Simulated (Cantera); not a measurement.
An isothermal, constant-pressure homogeneous reactor starts with H2 : O2 = 0.019 : 1 (molar parts), at 1325 K and 18.8 Torr.

Detailed kinetics in Cantera: GRI-Mech 3.0 (53 species, 325 reactions). Radical loss at walls, strong at low pressure, is not modelled.

x: mole fraction; the columns are a selection and need not sum to one.

```tsv
t (s)	x H2	x O2	x H2O	x O	x HO2	x H	x OH
4.00e-5	0.0186	0.981	1.46e-9	7.70e-9	1.07e-8	(withheld)	7.21e-9
0.000142	0.0186	0.981	3.49e-8	5.90e-8	3.81e-8	(withheld)	4.96e-8
0.000503	0.0186	0.981	2.18e-6	1.97e-6	1.39e-7	(withheld)	1.54e-6
0.00178	0.00337	0.968	0.0125	0.0107	2.64e-6	(withheld)	0.00384
0.00632	0.000125	0.966	0.0171	0.0142	1.78e-6	(withheld)	0.00193
0.0224	9.34e-5	0.970	0.0175	0.0104	1.56e-6	(withheld)	0.00167
0.0795	4.13e-5	0.976	0.0181	0.00448	1.04e-6	(withheld)	0.00112
0.282	8.34e-6	0.980	0.0185	0.000891	3.99e-7	(withheld)	0.000504
1.00	1.07e-6	0.981	0.0187	0.000113	9.00e-8	(withheld)	0.000181
```

Problem. Some entries are withheld; supply them.

Solution. 
- 4.00e-5, x H: 4.45e-9
- 0.000142, x H: 1.38e-8
- 0.000503, x H: 3.42e-7
- 0.00178, x H: 0.00162
- 0.00632, x H: 0.000945
- 0.0224, x H: 0.000598
- 0.0795, x H: 0.000171
- 0.282, x H: 1.53e-5
- 1.00, x H: 6.96e-7
